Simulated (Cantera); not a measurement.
Mixture: H2 : O2 : N2 : NO = 1 : 1.19 : 4.48 : 0.01 (molar parts), at 1500 Torr, adiabatic and at constant pressure. Ignition delay is the time to a rise of 400 K.

Cantera simulation using GRI-Mech 3.0 (53 species, 325 reactions); the numbers are that mechanism's predictions, not measurements. The mechanism lacks 2 NO + O2 → 2 NO2 and HONO, so NO2 and the effect of NO are under-described below about 1400 K. Below about 950 K walls govern HO2 and H2O2 in real vessels. Where the delays flatten at high temperature, the 400 K rule measures the pace of heat release, not the induction time.

**Question.** Predict: delay at 875 K; delay at 1025 K; delay at 1175 K; delay at 1325 K.

**Answer.** 
| Quantity | Result |
|---|---|
| delay at 875 K | 1.29 ms |
| delay at 1025 K | 0.128 ms |
| delay at 1175 K | 32.3 µs |
| delay at 1325 K | 16.0 µs |
